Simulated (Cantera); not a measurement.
A Cantera script and its output.

```python
import numpy as np
import cantera as ct

gas = ct.Solution("gri30.yaml")
gas.TPX = 1575, 920000, {'CH4': 1, 'C2H6': 0.066, 'O2': 0.93, 'N2': 3.5}
reactor = ct.IdealGasReactor(gas, energy="on", clone=False)
net = ct.ReactorNet([reactor])
net.rtol, net.atol = 1e-08, 1e-16
show = ['CH4', 'C2H6', 'O2', 'OH', 'CO2', 'H2O', 'C2H4']
times = np.geomspace(4e-06, 0.2, 16)

steps = ct.SolutionArray(gas, extra=["t"])
rows = []
print(f"{'t/s':>10s}{'T/K':>9s}{'P/Pa':>11s}" + "".join(f"{s:>11s}" for s in show))
for t in times:
    while net.time < t:
        t_next = net.step()
        steps.append(gas.state, t=t_next)
    rows.append([np.interp(t, steps.t, y) for y in (steps.T, steps.P, *steps(*show).X.T)])
    print(f"{t:10.3e}{rows[-1][0]:9.1f}{rows[-1][1]:11.4g}" + "".join(f"{x:11.3e}" for x in rows[-1][2:]))
rate = np.gradient(steps.T, steps.t)
print("integrator steps:", len(steps.t))
if steps.T.max() > steps.T[0] + 200:
    print(f"time of steepest temperature rise: {steps.t[rate.argmax()]:.4e} s")
gas.TPX = 1575, 920000, {'CH4': 1, 'C2H6': 0.066, 'O2': 0.93, 'N2': 3.5}
gas.equilibrate("UV")
print(f"equilibrium (UV): T = {gas.T:.1f} K  " + "  ".join(f"{s} {gas[s].X[0]:.3e}" for s in show))
```

It prints:

```
       t/s      T/K       P/Pa        CH4       C2H6         O2         OH        CO2        H2O       C2H4
 4.000e-06   1573.6  9.195e+05  1.817e-01  1.172e-02  1.690e-01  1.227e-06  4.103e-07  1.648e-04  1.221e-04
 8.229e-06   1575.4  9.208e+05  1.809e-01  1.145e-02  1.684e-01  2.161e-06  2.361e-06  7.299e-04  4.750e-04
 1.693e-05   1583.8  9.266e+05  1.785e-01  1.087e-02  1.667e-01  3.460e-06  9.764e-06  2.597e-03  1.464e-03
 3.482e-05   1629.5  9.583e+05  1.678e-01  9.057e-03  1.584e-01  1.044e-05  7.320e-05  1.147e-02  4.773e-03
 7.163e-05   2702.2  1.956e+06  7.521e-04  8.155e-08  2.136e-06  6.923e-04  1.051e-02  1.005e-01  4.785e-06
 1.474e-04   2696.4  1.964e+06  3.448e-08  1.918e-15  1.965e-06  6.565e-04  9.937e-03  9.535e-02  3.085e-11
 3.031e-04   2697.8  1.965e+06  1.101e-08  2.318e-17  1.994e-06  6.617e-04  9.947e-03  9.545e-02  9.605e-14
 6.236e-04   2698.3  1.965e+06  1.051e-08  2.131e-17  2.006e-06  6.639e-04  9.952e-03  9.551e-02  9.104e-14
 1.283e-03   2698.5  1.966e+06  1.042e-08  2.099e-17  2.009e-06  6.645e-04  9.953e-03  9.552e-02  9.018e-14
 2.639e-03   2698.5  1.966e+06  1.041e-08  2.097e-17  2.009e-06  6.645e-04  9.953e-03  9.552e-02  9.012e-14
 5.429e-03   2698.5  1.966e+06  1.041e-08  2.097e-17  2.009e-06  6.645e-04  9.953e-03  9.552e-02  9.012e-14
 1.117e-02   2698.5  1.966e+06  1.041e-08  2.097e-17  2.009e-06  6.645e-04  9.953e-03  9.552e-02  9.012e-14
 2.297e-02   2698.5  1.966e+06  1.041e-08  2.097e-17  2.009e-06  6.645e-04  9.953e-03  9.552e-02  9.012e-14
 4.726e-02   2698.5  1.966e+06  1.041e-08  2.097e-17  2.009e-06  6.645e-04  9.953e-03  9.552e-02  9.012e-14
 9.722e-02   2698.5  1.966e+06  1.041e-08  2.097e-17  2.009e-06  6.645e-04  9.953e-03  9.552e-02  9.012e-14
 2.000e-01   2698.5  1.966e+06  1.041e-08  2.097e-17  2.009e-06  6.645e-04  9.953e-03  9.552e-02  9.012e-14
integrator steps: 1832
time of steepest temperature rise: 5.3298e-05 s
equilibrium (UV): T = 2698.5 K  CH4 1.166e-08  C2H6 2.560e-17  O2 2.009e-06  OH 6.645e-04  CO2 9.953e-03  H2O 9.552e-02  C2H4 1.003e-13
```

Computed with Cantera and GRI-Mech 3.0 (53 species, 325 reactions).
